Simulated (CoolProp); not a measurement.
The numbers come from the reference Helmholtz-energy equation of state, Bücker 2006 in CoolProp.

Task: For isobutane, give the phase and the cp (kJ/(kg K)), expansivity (1/kK), conductivity (mW/(m K)) at 251.7 K and 2.15 MPa.

Result: 
- 251.7 K and 2.15 MPa: liquid; cp 2.17, expansivity 1.75, conductivity 108

Thermal conductivity comes from a separate model (Perkins 2002).
